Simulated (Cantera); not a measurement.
Cantera with NASA thermochemical tables; ideal gases at 1 bar, condensed phases pure. Values are per mole of reaction as written; species without (g) are pure solids or liquids, kept so even where they would boil at 1 bar.

Problem. Between 1523 and 2273 K, where is each reaction favourable under standard conditions?
- 2 SiCl₂(g) ⇌ SiCl₄(g) + Si
- 3 SiCl₄(g) + 2 N₂(g) ⇌ 6 Cl₂(g) + Si₃N₄

Solution. 
- 2 SiCl₂(g) ⇌ SiCl₄(g) + Si: ΔG° is -18 kJ at 1523 K and 103 kJ at 2273 K; it changes sign between 1598 and 1673 K. ΔH° is -241 kJ and ΔS° -151 J/K at 2273 K.
- 3 SiCl₄(g) + 2 N₂(g) ⇌ 6 Cl₂(g) + Si₃N₄: ΔG° is 1151 kJ at 1523 K and 1106 kJ at 2273 K; it stays positive (K < 1). ΔH° is 1252 kJ and ΔS° 64 J/K at 2273 K.
